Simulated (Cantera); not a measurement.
Input: 1 mol SiCl₄, 820 mol H₂, held at 1902 °C and 100 Torr.

These are equilibrium values from Cantera (NASA tables, ideal gas, pure condensed phases), not measurements of a reactor. Candidate condensed phases: Si; 19 gas species. The tables' values for SiCl are old estimates; treat these amounts as uncertain. Gases not in the tables: Si₂H₆ and higher silanes. Rates play no part.

Base state: H₂ 0.981, H 0.0132, HCl 0.00472, Si 0.000896, SiH 0.000151, SiH₂ 0.000108, Cl 4.65e-5, SiCl 2.14e-5 (mole fractions); condensed: gas only.

What changes in the equilibrium state with this change: H₂ from 820 to 3.2 mol?


```csv
species,before,after
H₂,0.981,0.420
HCl,0.00472,0.374
SiCl₂,1.86e-5,0.183
H,0.0132,0.00867
SiCl₃,4.24e-9,0.00506
SiCl₄,<1e-9,0.000125
SiHCl₃,<1e-9,7.55e-5
Cl,4.65e-5,0.00564
```
The tables' values for SiCl₃, SiCl are old estimates; treat these amounts as uncertain.

What changes in the equilibrium state with this change: SiCl₄ replaced by SiH₄?


| species | before | after |
|---|---|---|
| H₂ | 0.981 | 0.986 |
| H | 0.0132 | 0.0133 |
| Si | 0.000896 | 0.000926 |
| HCl | 0.00472 | 0 |
| Cl | 4.65e-5 | 0 |
| SiCl | 2.14e-5 | 0 |
| SiCl₂ | 1.86e-5 | 0 |
| SiH₂ | 0.000108 | 0.000112 |

What changes in the equilibrium state with this change: temperature from 1902 °C to 752 °C?


| species | before | after |
|---|---|---|
| H₂ | 0.981 | 0.996 |
| HCl | 0.00472 | 0.00398 |
| SiHCl₃ | <1e-9 | 0.000149 |
| H | 0.0132 | 1.19e-8 |
| Si | 0.000896 | <1e-9 |
| SiH | 0.000151 | <1e-9 |
| SiH₂ | 0.000108 | <1e-9 |
| Si(s), mol | 0 | 0.758 |
